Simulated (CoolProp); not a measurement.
The numbers come from the reference Helmholtz-energy equation of state, Lemmon 2016 in CoolProp.

Task: For R365MFC, give the phase and the density (kg/m³), cp (kJ/(kg K)), cv (kJ/(kg K)), isothermal compressibility (1/MPa) at 89.35 °C and 0.297 MPa; 89.35 °C and 1.63 MPa.

Result: 
- 89.35 °C and 0.297 MPa: gas; density 15.9, cp 1.17, cv 1.08, isothermal compressibility 3.69
- 89.35 °C and 1.63 MPa: liquid; density 1110, cp 1.52, cv 1.14, isothermal compressibility 0.00481
